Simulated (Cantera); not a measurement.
Feed: 1 mol AlCl3, 0.73 mol N2O, 9.7 mol H2, at 10000 Pa.

Method: chemical equilibrium by Gibbs-energy minimisation in Cantera with the NASA 1993 tables (ideal gas, pure condensed phases). Candidate condensed phases: Al, AlCl3, AlN, Al2O3, H2O, NH4Cl; 45 gas species. The tables' values for AlCl2 are old estimates; treat these amounts as uncertain. Rates play no part. All values below are at 1873 K.

Base state: H2 0.721, HCl 0.173, N2 0.0608, AlCl 0.0212, AlCl3 0.0118, AlCl2 0.00989, H 0.00173, Cl 0.000315 (mole fractions); condensed: Al2O3(s).

Question: What changes in the equilibrium state with this change: pressure from 10000 Pa to 1600 Pa?

Answer: 
```json
[
 {"species": "H2", "before": "0.721", "after": "0.702"},
 {"species": "HCl", "before": "0.173", "after": "0.190"},
 {"species": "N2", "before": "0.0608", "after": "0.0602"},
 {"species": "AlCl", "before": "0.0212", "after": "0.0322"},
 {"species": "AlCl3", "before": "0.0118", "after": "0.00357"},
 {"species": "Al", "before": "3.06e-6", "after": "1.05e-5"},
 {"species": "Cl", "before": "0.000315", "after": "0.000876"},
 {"species": "H", "before": "0.00173", "after": "0.00427"},
 {"species": "AlOCl", "before": "1.19e-5", "after": "2.71e-5"},
 {"species": "AlCl2", "before": "0.00989", "after": "0.00669"},
 {"species": "Al2O3(s), mol", "before": "0.242", "after": "0.242"}
]
```
